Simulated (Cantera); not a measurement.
Feed: 1 mol FeS2, 2 mol H2, held at 927 °C and 0.133 bar.

Method: chemical equilibrium by Gibbs-energy minimisation in Cantera with the NASA 1993 tables (ideal gas, pure condensed phases). Candidate condensed phases: Fe, FeS, FeS2, S; 8 gas species. FeS: taken at fixed stoichiometry. Gases not in the tables: S3 to S7. The numbers say what is thermodynamically allowed, not how fast it happens.

Base state: H2 0.519, H2S 0.469, S2 0.0123, SH 0.000292 (mole fractions); condensed: FeS(s).

**Question.** What changes in the equilibrium state with this change: temperature from 927 °C to 1400 °C?

**Answer.** 
```json
[
 {"species": "H2", "before": "0.519", "after": "0.700"},
 {"species": "H2S", "before": "0.469", "after": "0.159"},
 {"species": "S2", "before": "0.0123", "after": "0.132"},
 {"species": "S", "before": "1.60e-7", "after": "0.000245"},
 {"species": "H", "before": "3.89e-7", "after": "0.000261"},
 {"species": "SH", "before": "0.000292", "after": "0.00910"},
 {"species": "FeS(s), mol", "before": "1.00", "after": "0"},
 {"species": "FeS(l), mol", "before": "0", "after": "1.000"}
]
```
